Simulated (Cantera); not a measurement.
Cantera run:

```python
import numpy as np
import cantera as ct

gas_names = """
    Fe FeO Fe(OH)2 H HO2 H2 H2O H2O2 O OH O2 O3
""".split()
cond_names = """
    Fe(a) Fe(c) Fe(d) Fe(L) FeO(s) FeO(L) Fe(OH)2(s) Fe(OH)3(s) Fe2O3(s) Fe3O4(s) H2O(s) H2O(L)
""".split()


def load(file, names, dense=False):
    # The tables refer to 1 bar. Condensed volumes are neglected.
    table = {s.name: s for s in ct.Species.list_from_file(file)}
    out = []
    for n in names:
        d = dict(table[n].input_data)
        d["thermo"] = dict(d["thermo"], **{"reference-pressure": 1e5})
        if dense:
            d["equation-of-state"] = {"model": "constant-volume", "density": "1e6 g/cm^3"}
        out.append(ct.Species.from_dict(d))
    return out


gas = ct.Solution(thermo="ideal-gas", species=load("nasa_gas.yaml", gas_names))
cond = {s.name: ct.Solution(thermo="fixed-stoichiometry", species=[s], name=s.name)
        for s in load("nasa_condensed.yaml", cond_names, dense=True)}
atoms = {
    'Fe3O4': {'Fe': 3, 'O': 4},
    'H2': {'H': 2},
}
top_T = {'Fe2O3(s)': 1830, 'Fe3O4(s)': 1870}  # K; cautious upper limits of use, not melting points


def equilibrate(T, P, feed):
    n = {}
    for name, mol in feed.items():
        for a, k in atoms[name].items():
            n[a] = n.get(a, 0.0) + k * mol
    gas.TPX = T, P, n
    mass = sum(n.values()) * gas.mean_molecular_weight
    gas.equilibrate("TP")
    valid = [c for c in cond.values() if c.min_temp <= T <= top_T.get(c.name, c.max_temp)]
    mix = ct.Mixture([(gas, mass / gas.mean_molecular_weight)] + [(c, 0.0) for c in valid])
    mix.T, mix.P = T, P
    mix.equilibrate("TP", solver="vcs", rtol=1e-11, max_steps=5000)
    return mix


results = []
feed = {'Fe3O4': 1, 'H2': 46}  # mol
T = 1575  # K
for P in [10, 52, 270, 1400, 7200, 37000, 190000, 1000000]:
    mix = equilibrate(T, P, feed)
    results.append((T, P, feed, dict(zip(mix.species_names, mix.species_moles))))

top = {s: max(r[3][s] / sum(r[3][g] for g in gas_names) for r in results) for s in gas_names}
cols = sorted((s for s in top if top[s] > 0.001), key=lambda s: -top[s])[:9]
seen = [c for c in cond_names if any(r[3].get(c, 0) > 1e-12 for r in results)]
print("log10 of partial pressures in bar; condensed amounts in mol")
print(f"{'P/Pa':>10s}" + "".join(f"{s[:9]:>10s}" for s in cols + seen))
for T, P, feed, n in results:
    ng = sum(n[g] for g in gas_names)
    print(f"{P:10.4g}" + "".join(f"{np.log10(max(n[s] / ng * P / 1e5, 1e-99)):10.3f}" for s in cols)
          + "".join(f"{n.get(c, 0):10.4g}" for c in seen))
```

Result:

```
log10 of partial pressures in bar; condensed amounts in mol
      P/Pa        H2       H2O        Fe         H     Fe(c)
        10    -4.044    -5.065    -6.165    -6.404     2.683
        52    -3.325    -4.346    -6.165    -6.044     2.939
       270    -2.609    -3.630    -6.165    -5.686     2.988
      1400    -1.894    -2.915    -6.165    -5.328     2.998
      7200    -1.182    -2.203    -6.165    -4.972         3
   3.7e+04    -0.471    -1.493    -6.165    -4.617         3
   1.9e+05     0.239    -0.782    -6.165    -4.262         3
     1e+06     0.960    -0.061    -6.165    -3.901         3
```

Cantera equilibrium calculation (NASA polynomials, part measured and part estimated; ideal gas, pure solids and liquids).
